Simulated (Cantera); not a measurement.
Equilibrium for chlorosilane synthesis and conversion: SiCl₄ + HCl + H₂

Feed: 1 mol SiCl₄, 1.4 mol HCl, 10 mol H₂, at 1475 K.

Method: chemical equilibrium by Gibbs-energy minimisation in Cantera with the NASA 1993 tables (ideal gas, pure condensed phases). Candidate condensed phases: Si; 19 gas species. The tables' values for SiCl₃ are old estimates; treat these amounts as uncertain. Kinetics and transport are ignored.

From 0.100 bar to 30.0 bar nothing is condensed. The main Si-bearing gas is SiCl₂ at 0.100 bar and SiCl₄ at 30.0 bar.

```json
[
 {"P (Pa)": "10000", "log p H₂": "-1.15", "log p HCl": "-1.65", "log p SiCl₂": "-2.30", "log p SiCl₄": "-2.98", "log p SiHCl₃": "-3.51", "log p SiCl₃": "-2.91"},
 {"P (Pa)": "31000", "log p H₂": "-0.65", "log p HCl": "-1.20", "log p SiCl₂": "-1.94", "log p SiCl₄": "-2.23", "log p SiHCl₃": "-2.70", "log p SiCl₃": "-2.35"},
 {"P (Pa)": "98000", "log p H₂": "-0.14", "log p HCl": "-0.75", "log p SiCl₂": "-1.65", "log p SiCl₄": "-1.54", "log p SiHCl₃": "-1.96", "log p SiCl₃": "-1.86"},
 {"P (Pa)": "310000", "log p H₂": "0.37", "log p HCl": "-0.29", "log p SiCl₂": "-1.44", "log p SiCl₄": "-0.93", "log p SiHCl₃": "-1.29", "log p SiCl₃": "-1.45"},
 {"P (Pa)": "960000", "log p H₂": "0.87", "log p HCl": "0.17", "log p SiCl₂": "-1.31", "log p SiCl₄": "-0.37", "log p SiHCl₃": "-0.70", "log p SiCl₃": "-1.11"},
 {"P (Pa)": "3000000", "log p H₂": "1.36", "log p HCl": "0.65", "log p SiCl₂": "-1.24", "log p SiCl₄": "0.16", "log p SiHCl₃": "-0.15", "log p SiCl₃": "-0.81"}
]
```
log p: log10 of the partial pressure in bar; nothing condenses.
